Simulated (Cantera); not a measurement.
Charge: 1 mol TiCl4, 0.48 mol C3H8, at 0.300 Torr.

These are equilibrium values from Cantera (NASA tables, ideal gas, pure condensed phases), not measurements of a reactor. Candidate condensed phases: C, C6H6, C7H8, C8H18, Ti, TiC, TiCl2, TiCl3, TiCl4; 96 gas species. The tables' values for TiCl2 are old estimates; treat these amounts as uncertain. TiC: taken at fixed stoichiometry. The numbers say what is thermodynamically allowed, not how fast it happens.

log p: log10 of the partial pressure in bar; n: condensed amount in mol.

```csv
T (K),log p HCl,log p H2,log p TiCl4,log p Cl,log p TiCl3,log p H,log p TiCl2,n C(graphite),n TiC(s)
1048,-3.73,-3.86,-4.21,-9.96,-4.79,-10.04,-9.25,1.09,0.351
1123,-3.65,-3.95,-4.36,-9.10,-4.65,-9.35,-8.56,1.01,0.432
1198,-3.60,-4.04,-4.54,-8.36,-4.56,-8.74,-7.97,0.941,0.499
1273,-3.56,-4.13,-4.73,-7.71,-4.51,-8.21,-7.48,0.887,0.553
1348,-3.53,-4.20,-4.94,-7.15,-4.49,-7.74,-7.05,0.845,0.595
1423,-3.52,-4.26,-5.14,-6.65,-4.49,-7.31,-6.69,0.810,0.630
1498,-3.50,-4.31,-5.35,-6.20,-4.50,-6.92,-6.37,0.781,0.659
1573,-3.49,-4.36,-5.54,-5.80,-4.52,-6.57,-6.09,0.756,0.684
1648,-3.49,-4.40,(withheld),(withheld),-4.56,(withheld),-5.84,0.734,0.706
1723,-3.49,-4.43,-5.94,-5.12,-4.60,-5.95,-5.63,0.713,0.727
1798,-3.49,-4.46,-6.16,-4.83,-4.67,-5.68,-5.45,0.689,0.751
1873,-3.50,-4.47,(withheld),(withheld),(withheld),(withheld),-5.31,0.660,0.779
1948,-3.53,-4.46,-6.72,-4.37,-4.93,-5.18,-5.22,0.626,0.814
```

Complete the blanks.


- 1648, log p TiCl4: -5.74
- 1648, log p Cl: -5.44
- 1648, log p H: -6.25
- 1873, log p TiCl4: -6.41
- 1873, log p Cl: -4.58
- 1873, log p TiCl3: -4.77
- 1873, log p H: -5.42
